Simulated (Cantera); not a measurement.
## Aluminium nitride and oxide growth: AlCl3 + N2

A closed system holds: 1 mol AlCl3, 4.2 mol N2, held at 1200 °C.

Cantera equilibrium calculation (NASA polynomials, part measured and part estimated; ideal gas, pure solids and liquids). Candidate condensed phases: Al, AlCl3, AlN; 11 gas species. The tables' values for AlCl2 are old estimates; treat these amounts as uncertain. Kinetics and transport are ignored.

From 10.0 Pa to 1.00 bar nothing is condensed. The main Al-bearing gas is AlCl3 throughout.

| P (Pa) | log p N2 | log p AlCl3 | log p Cl | log p AlCl2 | log p AlCl | log p Al2Cl6 |
|---|---|---|---|---|---|---|
| 10 | -4.10 | -4.73 | -6.18 | -6.34 | -7.00 | -12.34 |
| 37 | -3.53 | -4.16 | -5.92 | -6.02 | -6.94 | -11.19 |
| 140 | -2.95 | -3.57 | -5.65 | -5.71 | -6.90 | -10.02 |
| 520 | -2.38 | -3.00 | -5.38 | -5.41 | -6.88 | -8.88 |
| 1900 | -1.81 | -2.44 | -5.11 | -5.12 | -6.86 | -7.75 |
| 7200 | -1.24 | -1.86 | -4.82 | -4.82 | -6.85 | -6.59 |
| 27000 | -0.66 | -1.28 | -4.54 | -4.53 | -6.84 | -5.44 |
| 100000 | -0.09 | -0.72 | -4.26 | -4.24 | -6.83 | -4.31 |
log p: log10 of the partial pressure in bar; nothing condenses.
